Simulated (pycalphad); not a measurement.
## Effect of C content in Hf-C

CALPHAD calculation (pycalphad, COST 507 light-alloy database (1999)), 1 atm. The database dates from 1999; later assessments differ in places, in temperatures and in the compounds included. Amounts are mole fractions of atoms. Kinetics are ignored, which matters at the lower temperatures.

Problem. One of these alloys has its liquidus at 2616 K, its solidus at 2534 K, and holds HCP_A3 0.89, FCC_A1 0.11 at 600 K. Which?
A. Hf-0.8123C (wt.%)
B. Hf-0.3841C (wt.%)
C. Hf-0.5928C (wt.%)

Solution. B, Hf-0.3841C (wt.%). The others: Hf-0.5928C (wt.%), liquidus 2926, solidus 2584; Hf-0.8123C (wt.%), liquidus 3195, solidus 2622

FCC_A1 is fcc; HCP_A3 is hcp. The fcc model also describes the rock-salt carbide or nitride (TiC, TiN, HfC).
